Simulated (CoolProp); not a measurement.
Vapour-liquid equilibrium of CHF3 (R23) (1) + isobutane (2) at -3.35 °C; x and y are mole fractions of (1).

Values from CoolProp's multi-fluid Helmholtz-energy mixture model, Penoncello 2003 and Bücker 2006; pair parameters Bell 2016.

| x | bubble pressure, mixture model (MPa) | bubble pressure, Raoult's law (MPa) | y, mixture model | y, Raoult's law |
|---|---|---|---|---|
| 0.05 | 0.4457 | 0.2460 | 0.675 | 0.463 |
| 0.125 | 0.8362 | 0.4063 | 0.820 | 0.700 |
| 0.2 | 1.139 | 0.5665 | 0.865 | 0.804 |
| 0.275 | 1.360 | 0.7268 | 0.885 | 0.861 |
| 0.35 | 1.514 | 0.8871 | 0.896 | 0.898 |
| 0.425 | 1.618 | 1.047 | 0.903 | 0.924 |
| 0.5 | 1.692 | 1.208 | 0.908 | 0.942 |
| 0.575 | 1.753 | 1.368 | 0.913 | 0.957 |
| 0.65 | 1.813 | 1.528 | 0.918 | 0.968 |
| 0.725 | 1.882 | 1.688 | 0.925 | 0.977 |
| 0.8 | 1.966 | 1.849 | 0.936 | 0.985 |
| 0.875 | 2.069 | 2.009 | 0.952 | 0.991 |
| 0.95 | 2.189 | 2.169 | 0.977 | 0.997 |

The largest gap from Raoult's law is +105.8 % in bubble pressure, at x = 0.125. No azeotrope shows between x = 0.05 and 0.95.

Pair parameters are fitted to limited data, so mixtures are less certain than the pure fluids. With so large a gap from Raoult's law the liquid may split in two, which this calculation doesn't test in full.
